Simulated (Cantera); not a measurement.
Charge: 1 mol NiS, 1 mol H2, 7.2 mol N2, at 0.000110 bar.

Equilibrium computed with Cantera from the NASA thermochemical tables; the gas is ideal and each condensed phase is pure. Candidate condensed phases: Ni, NiS, NiS2, Ni3S2, Ni3S4, S; 17 gas species. Metal and sulfide melt together well below either melting point, which pure phases cannot show. Mutual solubility and eutectic melting of coexisting phases are not modelled. Gases not in the tables: S3 to S7. Equilibrium is a limit: real reactors are often held back by kinetics, nucleation or transport.

x: gas mole fraction; n: condensed amount in mol.

| T (K) | x N2 | x H2 | x S2 | x H2S | x S | x SH | n Ni3S2(s) | n Ni3S2(l) | n Ni(s) |
|---|---|---|---|---|---|---|---|---|---|
| 950 | 0.870 | 0.0979 | 0.00867 | 0.0229 | 1.57e-8 | 1.49e-5 | 0.333 | 0 | 0 |
| 1050 | 0.865 | 0.109 | 0.0144 | 0.0111 | 2.73e-7 | 4.98e-5 | 0.333 | 0 | 0 |
| 1150 | 0.863 | 0.115 | 0.0173 | 0.00522 | 2.58e-6 | 0.000117 | 0 | 0.333 | 0 |
| 1250 | 0.862 | 0.117 | 0.0185 | ___ | ___ | ___ | 0 | 0.333 | 0 |
| 1350 | 0.861 | 0.118 | 0.0190 | 0.00139 | ___ | ___ | 0 | 0.333 | 0 |
| 1450 | 0.828 | 0.113 | 0.0551 | 0.00130 | 0.000500 | 0.00104 | 0 | 0.00805 | 0.974 |
| 1550 | 0.825 | 0.113 | 0.0551 | 0.000797 | 0.00160 | 0.00155 | 0 | 0 | 0.984 |

Some entries are withheld; supply them.


- 1250, x H2S: 0.00259
- 1250, x S: 1.63e-5
- 1250, x SH: 0.000229
- 1350, x S: 7.74e-5
- 1350, x SH: 0.000396
